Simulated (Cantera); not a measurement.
Input (Python, Cantera) and output of one run.

```python
import numpy as np
import cantera as ct

gas_names = """
    AL ALCL ALCL2 ALCL3 ALH ALN AL2 AL2CL6 CL CL2 H HCL H2 N NH NH2 NH3 N2 N2H2 N2H4
""".split()
cond_names = """
    AL(cr) AL(L) ALCL3(s) ALCL3(L) ALN(s) NH4CL(a) NH4CL(b)
""".split()


def load(file, names, dense=False):
    # The tables refer to 1 bar. Condensed volumes are neglected.
    table = {s.name: s for s in ct.Species.list_from_file(file)}
    out = []
    for n in names:
        d = dict(table[n].input_data)
        d["thermo"] = dict(d["thermo"], **{"reference-pressure": 1e5})
        if dense:
            d["equation-of-state"] = {"model": "constant-volume", "density": "1e6 g/cm^3"}
        out.append(ct.Species.from_dict(d))
    return out


gas = ct.Solution(thermo="ideal-gas", species=load("nasa_gas.yaml", gas_names))
cond = {s.name: ct.Solution(thermo="fixed-stoichiometry", species=[s], name=s.name)
        for s in load("nasa_condensed.yaml", cond_names, dense=True)}
atoms = {
    'Al': {'AL': 1},
    'HCl': {'H': 1, 'CL': 1},
    'N2': {'N': 2},
}
top_T = {'ALN(s)': 2750}  # K; cautious upper limits of use, not melting points


def equilibrate(T, P, feed):
    n = {}
    for name, mol in feed.items():
        for a, k in atoms[name].items():
            n[a] = n.get(a, 0.0) + k * mol
    gas.TPX = T, P, n
    mass = sum(n.values()) * gas.mean_molecular_weight
    gas.equilibrate("TP")
    valid = [c for c in cond.values() if c.min_temp <= T <= top_T.get(c.name, c.max_temp)]
    mix = ct.Mixture([(gas, mass / gas.mean_molecular_weight)] + [(c, 0.0) for c in valid])
    mix.T, mix.P = T, P
    mix.equilibrate("TP", solver="vcs", rtol=1e-11, max_steps=5000)
    return mix


results = []
P = 10000  # Pa
for T in [1123, 1223, 1323, 1423, 1523, 1623, 1723, 1823, 1923, 2023, 2123, 2223]:
    for m in [1, 1.9, 2.7, 3.5, 4.3, 5.2, 6, 6.8, 7.7, 8.5, 9.3]:
        feed = {'Al': 1, 'HCl': m, 'N2': 23}  # mol
        mix = equilibrate(T, P, feed)
        results.append((T, P, feed, dict(zip(mix.species_names, mix.species_moles))))

for T, P, feed, n in results:
    print(f"{T:7g} {feed['HCl']:10.4g}  " + (" + ".join(c for c in cond_names if n.get(c, 0) > 1e-12) or "gas only"))
```

It prints:

```
   1123          1  ALN(s)
   1123        1.9  ALN(s)
   1123        2.7  ALN(s)
   1123        3.5  ALN(s)
   1123        4.3  gas only
   1123        5.2  gas only
   1123          6  gas only
   1123        6.8  gas only
   1123        7.7  gas only
   1123        8.5  gas only
   1123        9.3  gas only
   1223          1  ALN(s)
   1223        1.9  ALN(s)
   1223        2.7  ALN(s)
   1223        3.5  ALN(s)
   1223        4.3  gas only
   1223        5.2  gas only
   1223          6  gas only
   1223        6.8  gas only
   1223        7.7  gas only
   1223        8.5  gas only
   1223        9.3  gas only
   1323          1  ALN(s)
   1323        1.9  ALN(s)
   1323        2.7  ALN(s)
   1323        3.5  ALN(s)
   1323        4.3  gas only
   1323        5.2  gas only
   1323          6  gas only
   1323        6.8  gas only
   1323        7.7  gas only
   1323        8.5  gas only
   1323        9.3  gas only
   1423          1  ALN(s)
   1423        1.9  ALN(s)
   1423        2.7  ALN(s)
   1423        3.5  ALN(s)
   1423        4.3  gas only
   1423        5.2  gas only
   1423          6  gas only
   1423        6.8  gas only
   1423        7.7  gas only
   1423        8.5  gas only
   1423        9.3  gas only
   1523          1  ALN(s)
   1523        1.9  ALN(s)
   1523        2.7  ALN(s)
   1523        3.5  ALN(s)
   1523        4.3  gas only
   1523        5.2  gas only
   1523          6  gas only
   1523        6.8  gas only
   1523        7.7  gas only
   1523        8.5  gas only
   1523        9.3  gas only
   1623          1  ALN(s)
   1623        1.9  ALN(s)
   1623        2.7  ALN(s)
   1623        3.5  gas only
   1623        4.3  gas only
   1623        5.2  gas only
   1623          6  gas only
   1623        6.8  gas only
   1623        7.7  gas only
   1623        8.5  gas only
   1623        9.3  gas only
   1723          1  ALN(s)
   1723        1.9  ALN(s)
   1723        2.7  gas only
   1723        3.5  gas only
   1723        4.3  gas only
   1723        5.2  gas only
   1723          6  gas only
   1723        6.8  gas only
   1723        7.7  gas only
   1723        8.5  gas only
   1723        9.3  gas only
   1823          1  ALN(s)
   1823        1.9  gas only
   1823        2.7  gas only
   1823        3.5  gas only
   1823        4.3  gas only
   1823        5.2  gas only
   1823          6  gas only
   1823        6.8  gas only
   1823        7.7  gas only
   1823        8.5  gas only
   1823        9.3  gas only
   1923          1  ALN(s)
   1923        1.9  gas only
   1923        2.7  gas only
   1923        3.5  gas only
   1923        4.3  gas only
   1923        5.2  gas only
   1923          6  gas only
   1923        6.8  gas only
   1923        7.7  gas only
   1923        8.5  gas only
   1923        9.3  gas only
   2023          1  gas only
   2023        1.9  gas only
   2023        2.7  gas only
   2023        3.5  gas only
   2023        4.3  gas only
   2023        5.2  gas only
   2023          6  gas only
   2023        6.8  gas only
   2023        7.7  gas only
   2023        8.5  gas only
   2023        9.3  gas only
   2123          1  gas only
   2123        1.9  gas only
   2123        2.7  gas only
   2123        3.5  gas only
   2123        4.3  gas only
   2123        5.2  gas only
   2123          6  gas only
   2123        6.8  gas only
   2123        7.7  gas only
   2123        8.5  gas only
   2123        9.3  gas only
   2223          1  gas only
   2223        1.9  gas only
   2223        2.7  gas only
   2223        3.5  gas only
   2223        4.3  gas only
   2223        5.2  gas only
   2223          6  gas only
   2223        6.8  gas only
   2223        7.7  gas only
   2223        8.5  gas only
   2223        9.3  gas only
```

Equilibrium computed with Cantera from the NASA thermochemical tables; the gas is ideal and each condensed phase is pure. The tables' values for AlCl2 are old estimates.
